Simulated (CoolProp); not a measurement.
Aqueous magnesium chloride as a coolant, 29 % by mass, freezing at -86.3 °C, 1 atm.

Model: Melinder's fits for secondary coolants, in CoolProp.

```
T (°C)  conductivity (W/(m K))  density (kg/m³)  cp (kJ/(kg K))  Prandtl number
------  ----------------------  ---------------  --------------  --------------
-29.9                    0.345             1340           2.703         1010000
-23.6                    0.367             1335           2.697          456000
-17.2                    0.389             1329           2.691          207000
-10.9                    0.409             1322           2.686           98400
-4.5                     0.429             1314               ?           48100
1.8                      0.447             1306               ?           25100
8.2                      0.466             1298           2.660           13800
14.6                     0.483             1291               ?            8160
20.9                     0.500             1284           2.625            5290
27.3                     0.516             1278           2.598            3750
33.6                     0.532             1273           2.565            2960
```

### Question
Complete the blanks.

### Answer

- -4.5, cp (kJ/(kg K)): 2.679
- 1.8, cp (kJ/(kg K)): 2.671
- 14.6, cp (kJ/(kg K)): 2.645
